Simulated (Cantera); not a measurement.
NO annealing gas

An isothermal, constant-pressure homogeneous reactor starts with NO : N2 = 1 : 2.1 (molar parts), at 2198 K and 2670 Pa.

Cantera simulation using GRI-Mech 3.0 (53 species, 325 reactions); the numbers are that mechanism's predictions, not measurements. Radical loss at walls, strong at low pressure, is not modelled.

```
t (s)       x NO       x O   x N2    x N2O     x NO2
--------  ------  --------  -----  -------  --------
5.00e-6    0.323   5.97e-8  0.677  5.96e-8  2.10e-12
2.64e-5    0.323   3.15e-7  0.677  3.14e-7  5.79e-11
0.000139   0.323   1.68e-6  0.677  1.63e-6   1.53e-9
0.000734   0.323   9.38e-6  0.677  8.09e-6   3.36e-8
0.00387    0.322   6.05e-5  0.677  3.12e-5   4.35e-7
0.0204     0.322  0.000409  0.678  5.13e-5   3.17e-6
0.108      0.314   0.00156  0.681  4.11e-5   1.04e-5
0.569      0.244   0.00342  0.715  1.97e-5   2.13e-5
3.00      0.0347   0.00614  0.819  3.76e-7   5.92e-6
```
x: mole fraction; the columns are a selection and need not sum to one.

Equilibrium at this temperature and pressure: NO 0.0110, O 0.00641, N2 0.831, N2O 1.03e-7, NO2 1.95e-6 (gas phase only).
